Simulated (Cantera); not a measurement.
Input: 1 mol S, 0.45 mol O2, 0.089 mol H2, at 3573 K and 1.00 bar.

Method: chemical equilibrium by Gibbs-energy minimisation in Cantera with the NASA 1993 tables (ideal gas, pure condensed phases). Candidate condensed phases: H2O, H2SO4, S; 19 gas species. Equilibrium is a limit: real reactors are often held back by kinetics, nucleation or transport.

Base state: SO 0.382, S 0.228, SO2 0.115, O 0.0775, H 0.0768, S2 0.0486, OH 0.0213, O2 0.0172 (mole fractions); condensed: gas only.

Problem. What changes in the equilibrium state with this change: 0.18 mol N2 added?

Solution. 
```json
[
 {"species": "SO", "before": "0.382", "after": "0.325"},
 {"species": "S", "before": "0.228", "after": "0.207"},
 {"species": "N2", "before": "0", "after": "0.124"},
 {"species": "SO2", "before": "0.115", "after": "0.0919"},
 {"species": "H2", "before": "0.0122", "after": "0.00990"},
 {"species": "SH", "before": "0.0121", "after": "0.00985"},
 {"species": "S2", "before": "0.0486", "after": "0.0401"},
 {"species": "OH", "before": "0.0213", "after": "0.0180"},
 {"species": "O2", "before": "0.0172", "after": "0.0151"},
 {"species": "H", "before": "0.0768", "after": "0.0691"},
 {"species": "O", "before": "0.0775", "after": "0.0727"},
 {"species": "NO", "before": "0", "after": "0.00912"},
 {"species": "SN", "before": "0", "after": "0.000420"}
]
```
